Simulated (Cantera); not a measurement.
A closed system holds: 1 mol Pb, 3.2 mol CO, a varied amount of N₂, equilibrated at 1300 °C and 11.0 bar.

Equilibrium computed with Cantera from the NASA thermochemical tables; the gas is ideal and each condensed phase is pure. Candidate condensed phases: C, Pb, PbO, PbO₂, Pb₃O₄; 27 gas species. Equilibrium is a limit: real reactors are often held back by kinetics, nucleation or transport.

**Question.** At 81 mol N₂, list the 3 most abundant gas species with their mole fractions, and the condensed phases.

**Answer.** N₂ 0.958, CO 0.0378, Pb 0.00437. Condensed: C(graphite) + Pb(l).
